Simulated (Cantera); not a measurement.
Input: 1 mol CH3SiCl3, 3.4 mol H2, equilibrated at 1875 K and 3800 Pa.

These are equilibrium values from Cantera (NASA tables, ideal gas, pure condensed phases), not measurements of a reactor. Candidate condensed phases: C, C6H6, C7H8, C8H18, Si, SiC; 109 gas species. The feed counts by its element totals alone. The tables' values for SiCl3, SiCl are old estimates; treat these amounts as uncertain. Rates play no part.

Base state: H2 0.559, HCl 0.408, SiCl2 0.0278, H 0.00251, Cl 0.00139, SiCl3 0.00109, C2H2 (acetylene) 0.000177, SiCl4 5.98e-5 (mole fractions); condensed: C(graphite) + SiC(s).

Problem. What changes in the equilibrium state with this change: H2 from 3.4 to 1500 mol?

Solution. 
```
species            before    after
----------------  -------  -------
H2                  0.559    0.995
H                 0.00251  0.00335
HCl                 0.408  0.00198
SiCl2              0.0278  1.46e-6
Si                7.98e-6  3.16e-5
SiCl3             0.00109    <1e-9
SiCl4             5.98e-5    <1e-9
C(graphite), mol    0.184        0
SiC(s), mol         0.814    0.929
```
